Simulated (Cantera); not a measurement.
An isothermal, constant-pressure homogeneous reactor starts with 51.1 % N2O, 0.133 % H2, 46.0 % N2, 2.81 % H2O, at 1500 K and 1.58 atm.

Detailed kinetics in Cantera: GRI-Mech 3.0 (53 species, 325 reactions). GRI-Mech 3.0 was tuned for natural gas; its chemistry of N2O as a main component is partial and can be far from experiment. The temperature is held fixed by assumption; the heat of reaction is taken as removed at once.

One state of this run: x N2O = 0.184; x H2 = 1.19e-6; x N2 = 0.636; x O = 4.22e-5; x NO2 = 0.000690; x HO2 = 1.57e-6. x: mole fraction; the columns are a selection and need not sum to one.

Q: Which value of t (s) does it belong to?
A) 0.0100
B) 0.000316
C) 1.00e-5
D) 3.16e-5

A: A, 0.0100
